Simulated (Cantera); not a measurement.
Reactions in the system Ca-Cl-F

Source: NASA polynomial tables (part measured, part estimated), evaluated in Cantera. Values are per mole of reaction as written; species without (g) are pure solids or liquids, kept so even where they would boil at 1 bar.

CaCl₂ = Ca + 2 Cl(g)

```json
[
 {"T (K)": "300", "ΔH° (kJ)": "1038.4", "ΔS° (J/K)": "268.3", "ΔG° (kJ)": "957.9", "log10 K": "-166.79", "condensed phases": "CaCl₂(s), Ca(s)"},
 {"T (K)": "1750", "ΔH° (kJ)": "1000.9", "ΔS° (J/K)": "233.8", "ΔG° (kJ)": "591.8", "log10 K": "-17.66", "condensed phases": "CaCl₂(l), Ca(l)"},
 {"T (K)": "1825", "ΔH° (kJ)": "999.2", "ΔS° (J/K)": "232.9", "ΔG° (kJ)": "574.3", "log10 K": "-16.44", "condensed phases": "CaCl₂(l), Ca(l)"},
 {"T (K)": "1900", "ΔH° (kJ)": "997.6", "ΔS° (J/K)": "232.0", "ΔG° (kJ)": "556.8", "log10 K": "-15.31", "condensed phases": "CaCl₂(l), Ca(l)"},
 {"T (K)": "1975", "ΔH° (kJ)": "996.0", "ΔS° (J/K)": "231.1", "ΔG° (kJ)": "539.5", "log10 K": "-14.27", "condensed phases": "CaCl₂(l), Ca(l)"},
 {"T (K)": "2050", "ΔH° (kJ)": "994.3", "ΔS° (J/K)": "230.3", "ΔG° (kJ)": "522.2", "log10 K": "-13.30", "condensed phases": "CaCl₂(l), Ca(l)"},
 {"T (K)": "2125", "ΔH° (kJ)": "992.7", "ΔS° (J/K)": "229.5", "ΔG° (kJ)": "504.9", "log10 K": "-12.41", "condensed phases": "CaCl₂(l), Ca(l)"}
]
```

CaCl₂ = Cl₂(g) + Ca(g)

```
T (K)  ΔH° (kJ)  ΔS° (J/K)  ΔG° (kJ)  log10 K  condensed phases
-----  --------  ---------  --------  -------  ----------------
300       973.6      273.2     891.6  -155.24          CaCl₂(s)
1750      897.3      196.4     553.5   -16.52          CaCl₂(l)
1825      894.0      194.6     538.9   -15.42          CaCl₂(l)
1900      890.8      192.9     524.4   -14.42          CaCl₂(l)
1975      887.5      191.2     510.0   -13.49          CaCl₂(l)
2050      884.3      189.6     495.7   -12.63          CaCl₂(l)
2125      881.1      188.0     481.5   -11.84          CaCl₂(l)
```

CaF₂ = Ca + 2 F(g)

| T (K) | ΔH° (kJ) | ΔS° (J/K) | ΔG° (kJ) | log10 K | condensed phases |
|---|---|---|---|---|---|
| 300 | 1384.7 | 291.5 | 1297.2 | -225.87 | CaF₂(s), Ca(s) |
| 1750 | 1334.3 | 258.7 | 881.5 | -26.31 | CaF₂(l), Ca(l) |
| 1825 | 1332.8 | 257.9 | 862.2 | -24.68 | CaF₂(l), Ca(l) |
| 1900 | 1331.3 | 257.1 | 842.8 | -23.17 | CaF₂(l), Ca(l) |
| 1975 | 1329.8 | 256.3 | 823.6 | -21.78 | CaF₂(l), Ca(l) |
| 2050 | 1328.3 | 255.6 | 804.4 | -20.50 | CaF₂(l), Ca(l) |
| 2125 | 1326.8 | 254.8 | 785.3 | -19.30 | CaF₂(l), Ca(l) |
